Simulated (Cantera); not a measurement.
Cantera run, input and output.

```python
import numpy as np
import cantera as ct

gas = ct.Solution("gri30.yaml")
gas.TPX = 1700, 13332, {'NO': 1, 'N2': 12}
reactor = ct.IdealGasConstPressureReactor(gas, energy="off", clone=False)
net = ct.ReactorNet([reactor])
net.rtol, net.atol = 1e-08, 1e-18
show = ['NO', 'N2O', 'O2', 'O', 'N2', 'NO2']
times = np.geomspace(2e-06, 30, 9)

steps = ct.SolutionArray(gas, extra=["t"])
rows = []
print(f"{'t/s':>10s}{'T/K':>9s}{'P/Pa':>11s}" + "".join(f"{s:>11s}" for s in show))
for t in times:
    while net.time < t:
        t_next = net.step()
        steps.append(gas.state, t=t_next)
    rows.append([np.interp(t, steps.t, y) for y in (steps.T, steps.P, *steps(*show).X.T)])
    print(f"{t:10.3e}{rows[-1][0]:9.1f}{rows[-1][1]:11.4g}" + "".join(f"{x:11.3e}" for x in rows[-1][2:]))
rate = np.gradient(steps.T, steps.t)
print("integrator steps:", len(steps.t))
if steps.T.max() > steps.T[0] + 200:
    print(f"time of steepest temperature rise: {steps.t[rate.argmax()]:.4e} s")
gas.TPX = 1700, 13332, {'NO': 1, 'N2': 12}
gas.equilibrate("TP")
print(f"equilibrium (TP): T = {gas.T:.1f} K  " + "  ".join(f"{s} {gas[s].X[0]:.3e}" for s in show))
```

Output:

```
       t/s      T/K       P/Pa         NO        N2O         O2          O         N2        NO2
 2.000e-06   1700.0  1.333e+04  7.692e-02  1.414e-10  4.013e-16  1.413e-10  9.231e-01  2.866e-14
 1.578e-05   1700.0  1.333e+04  7.692e-02  1.115e-09  2.497e-14  1.114e-09  9.231e-01  1.782e-12
 1.245e-04   1700.0  1.333e+04  7.692e-02  8.780e-09  1.541e-12  8.705e-09  9.231e-01  1.095e-10
 9.819e-04   1700.0  1.333e+04  7.692e-02  6.834e-08  9.228e-11  6.417e-08  9.231e-01  6.280e-09
 7.746e-03   1700.0  1.333e+04  7.692e-02  4.863e-07  5.313e-09  3.753e-07  9.231e-01  2.317e-07
 6.111e-02   1700.0  1.333e+04  7.691e-02  1.923e-06  8.371e-07  2.360e-06  9.231e-01  3.109e-06
 4.821e-01   1700.0  1.333e+04  7.684e-02  2.242e-06  3.282e-05  3.620e-06  9.231e-01  5.085e-06
 3.803e+00   1700.0  1.333e+04  7.630e-02  2.208e-06  3.003e-04  4.152e-06  9.234e-01  5.876e-06
 3.000e+01   1700.0  1.333e+04  7.206e-02  1.959e-06  2.418e-03  7.036e-06  9.255e-01  9.782e-06
integrator steps: 510
equilibrium (TP): T = 1700.0 K  NO 1.364e-03  N2O 3.214e-08  O2 3.777e-02  O 2.394e-05  N2 9.608e-01  NO2 6.603e-07
```

Computed with Cantera and GRI-Mech 3.0 (53 species, 325 reactions).
